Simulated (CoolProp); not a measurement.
Values from CoolProp's reference Helmholtz-energy equation of state, Lemmon 2006. It is a short technical equation, of lower accuracy than the large ones.

Task: For nitrous oxide, give the phase and the cp (kJ/(kg K)), Joule-Thomson coefficient (K/MPa) at 57.25 °C and 0.362 MPa; 57.25 °C and 1.09 MPa; 57.25 °C and 2.17 MPa.

Result: 
- 57.25 °C and 0.362 MPa: gas; cp 0.925, Joule-Thomson coefficient 8.63
- 57.25 °C and 1.09 MPa: gas; cp 0.964, Joule-Thomson coefficient 8.67
- 57.25 °C and 2.17 MPa: gas; cp 1.03, Joule-Thomson coefficient 8.74
